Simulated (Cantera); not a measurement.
Input (Python, Cantera) and output of one run.

```python
import numpy as np
import cantera as ct

gas_names = """
    CL CL2 H HCL H2 N NH NH2 NH3 N2 N2H2 N2H4 Si SiCL SiCL2 SiCL3 SiCL4 SiH SiHCL3 SiH2 SiH2CL2 SiH3
    SiH3CL SiH4 SiN Si2 Si2N Si3
""".split()
cond_names = """
    NH4CL(a) NH4CL(b) Si(cr) Si(L) Si3N4(a)
""".split()


# ... load() reads the species with a 1 bar reference pressure and builds the phases ...
atoms = {
    'SiHCl3': {'Si': 1, 'H': 1, 'CL': 3},
    'N2': {'N': 2},
    'NH3': {'N': 1, 'H': 3},
}
top_T = {'Si3N4(a)': 2400}  # K; cautious upper limits of use, not melting points


# ... equilibrate(T, P, feed) seeds the gas with the atoms and calls Mixture.equilibrate('TP', solver="vcs", rtol=1e-11, max_steps=5000) ...
results = []
feed = {'SiHCl3': 1, 'N2': 8.4, 'NH3': 4.7}  # mol
T = 1600  # K
P = 14000  # Pa
mix = equilibrate(T, P, feed)
results.append((T, P, feed, dict(zip(mix.species_names, mix.species_moles))))
print(gas.report(threshold=0.0001))
for i in range(1, mix.n_phases):
    print(f"{mix.phase(i).name:16s} {mix.phase_moles(i):12.5e} mol")
```

Result:

```
       temperature   1600 K
          pressure   14000 Pa
           density   0.022459 kg/m^3
  mean mol. weight   21.341 kg/kmol
   phase of matter   gas

                          1 kg             1 kmol
                     ---------------   ---------------
          enthalpy        1.2545e+06        2.6772e+07  J
   internal energy        6.3112e+05        1.3469e+07  J
           entropy             11653         2.487e+05  J/K
    Gibbs function       -1.7391e+07       -3.7115e+08  J
 heat capacity c_p            1612.2             34407  J/K
 heat capacity c_v            1222.6             26093  J/K

                      mass frac. Y      mole frac. X     chem. pot. / RT
                     ---------------   ---------------   ---------------
               HCL           0.24263           0.14203           -36.456
                H2          0.030421           0.32203           -21.892
                N2           0.69487           0.52935           -28.815
             SiCL2          0.025388         0.0054737           -59.442
             SiCL3         0.0044068        0.00069957           -84.952
             SiCL4         0.0017532        0.00022024           -110.46
     [  +22 minor]         0.0005306        0.00018883

Si(cr)            0.00000e+00 mol
Si3N4(a)          2.91913e-01 mol
```

Equilibrium computed with Cantera from the NASA thermochemical tables; the gas is ideal and each condensed phase is pure. The tables' values for SiCl3 are old estimates; treat these amounts as uncertain.
